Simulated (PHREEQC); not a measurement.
Dissolve 0.0019 mol NaH2PO4 and 0.00195 mol K2HPO4 per kg of water at 60 °C. Closed to the air; pH follows from the charge balance.

All values are PHREEQC results (ion-association model, phreeqc.dat), not measurements.

Precipitation was switched off in this run.

Question: Estimate the pH.

Answer: pH 7.01.

Question: In which forms is P present?

Answer: HPO4-2 50 %, H2PO4- 49 % of the P.

Complexes and solids missing from the database can't appear. Away from 25 °C the constants follow the database's enthalpies or fits; those with neither stay at their 25 °C values.
